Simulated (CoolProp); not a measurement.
Vapour-liquid equilibrium of dimethyl ether (1) + isobutane (2) at 0.0482 MPa; x and y are mole fractions of (1).

Model: multi-fluid Helmholtz-energy mixture model, Wu 2011 and Bücker 2006; pair parameters Bell 2016, in CoolProp.

Q: Give the bubble temperature and the first vapour's composition at x = 0.125, 0.35, 0.95. Is there an azeotrope?

A: x = 0.125: -33.9 °C, y = 0.287; x = 0.35: -38.2 °C, y = 0.536; x = 0.95: -40.8 °C, y = 0.943. y crosses x between x = 0.8 and 0.875: the model has an azeotrope there.

The pair parameters rest on a limited set of measurements; away from them the model extrapolates.
